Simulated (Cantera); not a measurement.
A Cantera script and what it prints.

```python
import numpy as np
import cantera as ct

gas_names = """
    CL CL2 H HCL H2 Si SiCL SiCL2 SiCL3 SiCL4 SiH SiHCL3 SiH2 SiH2CL2 SiH3 SiH3CL SiH4 Si2 Si3
""".split()
cond_names = """
    Si(cr) Si(L)
""".split()


# ... load() reads the species with a 1 bar reference pressure and builds the phases ...
atoms = {
    'SiH2Cl2': {'Si': 1, 'H': 2, 'CL': 2},
    'H2': {'H': 2},
}
top_T = {}  # K; cautious upper limits of use, not melting points


# ... equilibrate(T, P, feed) seeds the gas with the atoms and calls Mixture.equilibrate('TP', solver="vcs", rtol=1e-11, max_steps=5000) ...
results = []
feed = {'SiH2Cl2': 1, 'H2': 120}  # mol
T = 1573  # K
P = 230  # Pa
mix = equilibrate(T, P, feed)
results.append((T, P, feed, dict(zip(mix.species_names, mix.species_moles))))
x = sorted(zip(gas.X, gas.species_names), reverse=True)
print(f"T = {T:g} K  P = {P:g} Pa  gas = {mix.phase_moles(0):.4g} mol")
print("   x: " + "  ".join(f"{s} {v:.3e}" for v, s in x if v > 0.0001))
print("   condensed (mol): " + ("  ".join(f"{mix.phase(i).name} {mix.phase_moles(i):.4g}"
      for i in range(1, mix.n_phases) if mix.phase_moles(i) > 1e-12) or "none"))
```

It prints:

```
T = 1573 K  P = 230 Pa  gas = 122.1 mol
   x: H2 9.835e-01  HCL 1.485e-02  H 8.408e-04  SiCL2 7.590e-04
   condensed (mol): Si(cr) 0.9027
```

Cantera equilibrium calculation (NASA polynomials, part measured and part estimated; ideal gas, pure solids and liquids).
